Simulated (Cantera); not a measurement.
What does this Cantera script print?

```python
import numpy as np
import cantera as ct

gas_names = """
    O2 TaO2 TiO H2 H2O SiO B2O3
""".split()
cond_names = """
    Ta(cr) Ta(L) Ti(a) Ti(b) Ti(L) Si(cr) Si(L) B(b) B(L)
""".split()


# ... load() reads the species with a 1 bar reference pressure and builds the phases ...
species = {s.name: s for s in load("nasa_gas.yaml", gas_names) + load("nasa_condensed.yaml", cond_names)}
# Each term lists the table entries of one substance; the one whose range holds T is used.
reactions = {
    'Ta + O2(g) = TaO2(g)':
        [(-1, ['Ta(cr)', 'Ta(L)']), (-1, ['O2']), (1, ['TaO2'])],
    '2 Ti + O2(g) = 2 TiO(g)':
        [(-2, ['Ti(a)', 'Ti(b)', 'Ti(L)']), (-1, ['O2']), (2, ['TiO'])],
    '2 H2(g) + O2(g) = 2 H2O(g)':
        [(-2, ['H2']), (-1, ['O2']), (2, ['H2O'])],
    '2 Si + O2(g) = 2 SiO(g)':
        [(-2, ['Si(cr)', 'Si(L)']), (-1, ['O2']), (2, ['SiO'])],
    '1.333 B + O2(g) = 0.6667 B2O3(g)':
        [(-1.3333333333333333, ['B(b)', 'B(L)']), (-1, ['O2']), (0.6666666666666666, ['B2O3'])],
}


def pick(names, T):
    return next(species[n] for n in names if species[n].thermo.min_temp <= T <= species[n].thermo.max_temp)


results = []
for label, terms in reactions.items():
    print(label)
    print("     T/K   dH/kJ  dS/(J/K)   dG/kJ   log10 K")
    for T in [2673, 2723, 2773, 2823, 2873, 2923, 2973]:
        used = [(nu, pick(names, T)) for nu, names in terms]
        dH = sum(nu * s.thermo.h(T) for nu, s in used) / 1e6
        dS = sum(nu * s.thermo.s(T) for nu, s in used) / 1e3
        dG = dH - T * dS / 1e3
        logK = -dG * 1e6 / (ct.gas_constant * T * np.log(10))
        results.append((label, T, dH, dS, dG, logK, [s.name for _, s in used]))
        print(f"{T:8g} {dH:8.1f} {dS:8.1f} {dG:8.1f} {logK:8.2f}")
```

It prints:

```
Ta + O2(g) = TaO2(g)
     T/K   dH/kJ  dS/(J/K)   dG/kJ   log10 K
    2673   -224.0     14.6   -262.9     5.14
    2723   -224.8     14.3   -263.7     5.06
    2773   -225.7     14.0   -264.4     4.98
    2823   -226.6     13.6   -265.1     4.90
    2873   -227.5     13.3   -265.7     4.83
    2923   -228.4     13.0   -266.4     4.76
    2973   -229.4     12.7   -267.0     4.69
2 Ti + O2(g) = 2 TiO(g)
     T/K   dH/kJ  dS/(J/K)   dG/kJ   log10 K
    2673     -7.3    121.9   -333.2     6.51
    2723    -10.0    120.9   -339.3     6.51
    2773    -12.7    120.0   -345.3     6.50
    2823    -15.3    119.0   -351.3     6.50
    2873    -18.0    118.1   -357.2     6.49
    2923    -20.7    117.2   -363.1     6.49
    2973    -23.3    116.3   -368.9     6.48
2 H2(g) + O2(g) = 2 H2O(g)
     T/K   dH/kJ  dS/(J/K)   dG/kJ   log10 K
    2673   -503.7   -116.3   -192.9     3.77
    2723   -503.8   -116.3   -187.1     3.59
    2773   -503.8   -116.3   -181.3     3.42
    2823   -503.8   -116.3   -175.5     3.25
    2873   -503.8   -116.3   -169.7     3.08
    2923   -503.9   -116.3   -163.9     2.93
    2973   -503.9   -116.3   -158.1     2.78
2 Si + O2(g) = 2 SiO(g)
     T/K   dH/kJ  dS/(J/K)   dG/kJ   log10 K
    2673   -341.8     86.5   -573.1    11.20
    2723   -342.7     86.2   -577.4    11.08
    2773   -343.6     85.8   -581.7    10.96
    2823   -344.6     85.5   -586.0    10.84
    2873   -345.5     85.2   -590.2    10.73
    2923   -346.4     84.9   -594.5    10.62
    2973   -347.4     84.5   -598.7    10.52
1.333 B + O2(g) = 0.6667 B2O3(g)
     T/K   dH/kJ  dS/(J/K)   dG/kJ   log10 K
    2673   -638.5    -61.8   -473.2     9.25
    2723   -639.0    -62.0   -470.1     9.02
    2773   -639.6    -62.2   -467.0     8.80
    2823   -640.1    -62.4   -463.9     8.58
    2873   -640.7    -62.6   -460.8     8.38
    2923   -641.3    -62.8   -457.6     8.18
    2973   -641.8    -63.0   -454.5     7.99
```

Cantera with NASA thermochemical tables; ideal gases at 1 bar, condensed phases pure. Condensed species are held in their standard states even where they would react or evaporate.
